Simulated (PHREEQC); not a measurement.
0.034 g of hydrous ferric oxide (600 m²/g; 0.2 weak and 0.005 strong sites per Fe, Dzombak-Morel constants, diffuse double layer) in 1 kg of water with 0.01 mol/kgw of an inert sodium salt, at 25 °C; the pH is set by adding NaOH or the inert anion's acid. O2 is buffered at 0.21 atm. The system is closed to CO2. Precipitation was switched off in this run.

Computed with PHREEQC (ion-association model, wateq4f.dat).

**Question.** Predict surface charge σ (C/m²), surface potential ψ (mV) at pH = 4, 4.5, 7, 8.5, 9.

**Answer.** 
```csv
pH,surface charge σ (C/m²),surface potential ψ (mV)
4,0.216,185
4.5,0.160,170
7,0.017,61
8.5,-0.005,-22
9,-0.013,-49
```

Complexes and solids missing from the database can't appear.
